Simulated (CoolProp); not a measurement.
Computed with CoolProp (reference Helmholtz-energy equation of state, Thol 2012).

**Question.** Give the vapour pressure (bar), liquid cp (kJ/(kg K)), liquid viscosity (µPa s), vapour viscosity (µPa s) of saturated benzene at 186.35 °C.

**Answer.** 
| T (°C) | p (bar) | liquid cp (kJ/(kg K)) | liquid viscosity (µPa s) | vapour viscosity (µPa s) |
|---|---|---|---|---|
| 186.35 | 11.5 | 2.34 | 130 | 11.4 |

Viscosity comes from a separate model (Avgeri 2014).
